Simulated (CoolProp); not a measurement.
Cyclopentane at 367.53 K and 0.787 MPa is throttled through a valve to 0.415 MPa with no heat exchange. Each further row changes one setting.

Values from CoolProp's reference Helmholtz-energy equation of state, Gedanitz 2015.

```
case                       temperature change (K)                       final phase  final density (kg/m³)
-------------------------  ----------------------  --------------------------------  ---------------------
as stated                                    +0.1                            liquid                    666
outlet pressure 0.124 MPa                   -38.8  two-phase, vapour fraction 0.211                   15.5
outlet pressure 0.539 MPa                    +0.1                            liquid                    666
```
